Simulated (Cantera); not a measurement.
Feed: 1 mol BF3, 0.5 mol O2, 1.1 mol H2, held at 420 Pa.

Method: chemical equilibrium by Gibbs-energy minimisation in Cantera with the NASA 1993 tables (ideal gas, pure condensed phases). Candidate condensed phases: B, B2O3, B3O3H3, H2O; 43 gas species. The tables' values for BF2 are old estimates; treat these amounts as uncertain. Gases not in the tables: H3BO3. Rates play no part.

**Question.** At 1648 K, list the 4 most abundant gas species with their mole fractions, and the condensed phases.

**Answer.** HF 0.609, BOF 0.297, H2 0.0331, BF3 0.0303. Condensed: gas only.
